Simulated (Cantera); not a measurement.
A closed system holds: 1 mol SiC, 2.2 mol N2O, 3.1 mol N2, equilibrated at 1950 K.

These are equilibrium values from Cantera (NASA tables, ideal gas, pure condensed phases), not measurements of a reactor. Candidate condensed phases: C, Si, SiC, SiO2, Si2N2O, Si3N4; 34 gas species. Mutual solubility and eutectic melting of coexisting phases are not modelled. The tables hold silica as quartz up to 1696 K and as liquid above; real silica turns to tridymite and cristobalite and melts near 1996 K. Rates play no part.

Task: Which condensed phases are stable at each of these points (P (Pa)): 0.100, 2.50, 63, 1600, 40000, 1000000?

Result: 
| P (Pa) | condensed phases | Si condensed (%) |
|---|---|---|
| 0.100 | gas only | 0.0 |
| 2.50 | gas only | 0.0 |
| 63 | SiO2(condensed) | 11.2 |
| 1600 | SiO2(condensed) | 19.6 |
| 40000 | SiO2(condensed) + Si2N2O(s) | 46.4 |
| 1000000 | SiO2(condensed) + Si2N2O(s) | 99.4 |

From 1.00e-6 bar to 2.50e-5 bar nothing is condensed. From 0.000630 bar to 0.0160 bar the condensed part is SiO2(condensed). From 0.400 bar to 10.0 bar the condensed part is SiO2(condensed) + Si2N2O(s).
